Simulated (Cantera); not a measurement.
A freely propagating, adiabatic, planar premixed flame of 4.03 % C3H8, 20.2 % O2, 75.8 % N2, equivalence ratio 1.0, unburnt at 675 K and 1130 Torr; mixture-averaged transport, grid criteria slope 0.08 and curve 0.16, no radiation.

Model: GRI-Mech 3.0 (53 species, 325 reactions), integrated in Cantera. GRI-Mech 3.0 was tuned for natural gas; its chemistry of propane as a main component is partial and can be far from experiment. Burning velocities carry a grid error of a few per cent, more on coarse grids.

x: mole fraction of selected species; z is measured from the peak of heat release.

```
z (mm)   T (K)  u (m/s)    x C3H8    x O2    x NO2    x C2H    x C2H2     x CO
-------  -----  -------  --------  ------  -------  -------  --------  -------
-0.535     675     1.86    0.0403   0.201    <1e-8    <1e-8   2.01e-8  3.15e-6
-0.356     676     1.87    0.0402   0.201    <1e-8    <1e-8   3.58e-7  4.37e-5
-0.267     680     1.89    0.0401   0.200    <1e-8    <1e-8       ___      ___
-0.178     711     1.98    0.0396   0.196  2.10e-8    <1e-8   2.06e-5  0.00156
-0.0891    ___     2.80       ___     ___      ___    <1e-8       ___      ___
-0.0445   1361     4.02    0.0124   0.127  4.12e-8  6.28e-8  0.000956   0.0380
0         1764     5.34  0.000536  0.0779  1.29e-8  3.20e-6   0.00168   0.0656
0.0445    1955     5.95   9.88e-7  0.0479    <1e-8  3.34e-6  0.000442   0.0716
0.0891    2013     6.10     <1e-8  0.0351    <1e-8  3.07e-7   2.54e-5   0.0635
0.178     2069     6.23     <1e-8  0.0273    <1e-8    <1e-8   4.23e-8   0.0506
0.356     2140     6.40     <1e-8  0.0232    <1e-8    <1e-8     <1e-8   0.0420
0.713     2225     6.62     <1e-8  0.0202  1.12e-8    <1e-8     <1e-8   0.0377
1.43      2315     6.84     <1e-8  0.0169  1.98e-8    <1e-8     <1e-8   0.0334
```

Q: Complete the blanks.

A: 
- -0.267, x C2H2: 2.25e-6
- -0.267, x CO: 0.000224
- -0.0891, T (K): 978
- -0.0891, x C3H8: 0.0313
- -0.0891, x O2: 0.168
- -0.0891, x NO2: 6.34e-8
- -0.0891, x C2H2: 0.000294
- -0.0891, x CO: 0.0148
